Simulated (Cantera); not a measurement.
A perfectly stirred reactor is fed with 3.85 % NH₃, 96.2 % H₂, at 101000 Pa; it is held at 1775 K, and followed from long to short residence time.

Model: the gas-phase N/H chemistry of the illustrative SiF4/NH3 mechanism in the Surface Chemkin manual (1991), integrated in Cantera. Walls and surfaces, which speed up NH3 decomposition in real reactors, are not modelled.

x: mole fraction; the columns are a selection and need not sum to one.

```tsv
τ (s)	x NH₃	x H₂	x NH	x N	x NH₂	x N₂
0.31	0.0352	0.963	3.21e-7	1.94e-8	2.44e-5	[?]
0.20	0.0362	0.962	3.26e-7	1.96e-8	2.49e-5	[?]
0.13	0.0370	0.962	3.28e-7	1.95e-8	2.53e-5	[?]
0.082	0.0375	0.962	3.25e-7	1.91e-8	2.53e-5	[?]
0.053	0.0379	0.962	3.18e-7	1.84e-8	2.52e-5	[?]
0.034	0.0381	0.961	3.05e-7	1.73e-8	2.47e-5	[?]
0.022	0.0382	0.961	2.85e-7	1.56e-8	2.40e-5	[?]
0.014	0.0383	0.961	2.55e-7	1.31e-8	2.27e-5	[?]
0.0088	0.0384	0.961	2.12e-7	9.96e-9	2.07e-5	[?]
0.0057	0.0384	0.961	1.62e-7	6.66e-9	1.81e-5	[?]
```

Problem. Complete the blanks.

Solution. 
- 0.31, x N₂: 0.00157
- 0.20, x N₂: 0.00106
- 0.13, x N₂: 0.000700
- 0.082, x N₂: 0.000441
- 0.053, x N₂: 0.000279
- 0.034, x N₂: 0.000170
- 0.022, x N₂: 0.000101
- 0.014, x N₂: 5.57e-5
- 0.0088, x N₂: 2.77e-5
- 0.0057, x N₂: 1.28e-5
